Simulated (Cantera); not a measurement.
## Transport properties of process gases

Gas mixture: C3H8 = 0.65 (molar parts), at 10.0 bar, frozen composition.

Cantera's kinetic-theory transport with the Lennard-Jones parameters of GRI-Mech 3.0, ideal gas; thermal conductivity in the mixture-averaged form. The composition is frozen, though it would react at the higher temperatures.

| T (K) | ρ (kg/m³) | cp (J/kg/K) | μ (µPa s) | λ (mW/m/K) | Pr | D (cm²/s) H | D (cm²/s) H2 | D (cm²/s) NO |
|---|---|---|---|---|---|---|---|---|
| 400 | 13.3 | 2134 | 10.9 | 30.7 | 0.756 | 0.115 | 0.0785 | 0.0192 |
| 650 | 8.16 | 3083 | 16.5 | 67.4 | 0.756 | 0.274 | 0.180 | 0.0452 |
| 900 | 5.89 | 3749 | 21.2 | 105 | 0.758 | 0.483 | 0.310 | 0.0789 |
| 1150 | 4.61 | 4195 | 25.4 | 141 | 0.753 | 0.733 | 0.467 | 0.119 |
| 1400 | 3.79 | 4523 | 29.1 | 176 | 0.750 | 1.02 | 0.647 | 0.166 |
| 1650 | 3.21 | 4780 | 32.6 | 208 | 0.750 | 1.35 | 0.850 | 0.218 |
D: mixture-averaged diffusion coefficient of that species in the mixture.
